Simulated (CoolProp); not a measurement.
n-butane along the isotherm 460.8 K: density (kg/m³) from the reference equation and from simpler models built on Tc = 425.1 K, pc = 3.796 MPa, ω = 0.201; each cubic takes its own stable root.

Model: reference Helmholtz-energy equation of state, Bücker 2006, in CoolProp.

| p (MPa) | phase | reference | ideal gas | Redlich-Kwong | Soave-Redlich-Kwong | Peng-Robinson |
|---|---|---|---|---|---|---|
| 0.03 | gas | 0.4560 | 0.4551 | 0.4561 | 0.4561 | 0.4562 |
| 0.0616 | gas | 0.9384 | 0.9345 | 0.9386 | 0.9385 | 0.9390 |
| 0.127 | gas | 1.943 | 1.927 | 1.944 | 1.944 | 1.946 |
| 0.26 | gas | 4.015 | 3.944 | 4.019 | 4.017 | 4.027 |
| 0.534 | gas | 8.410 | 8.101 | 8.427 | 8.416 | 8.459 |
| 1.1 | gas | 18.10 | 16.69 | 18.17 | 18.11 | 18.31 |
| 2.25 | gas | 41.17 | 34.13 | 41.47 | 41.10 | 42.06 |
| 4.62 | supercritical | 121.2 | 70.09 | 123.7 | 117.2 | 123.5 |
| 9.49 | supercritical | 351.2 | 144.0 | 318.5 | 306.9 | 335.7 |
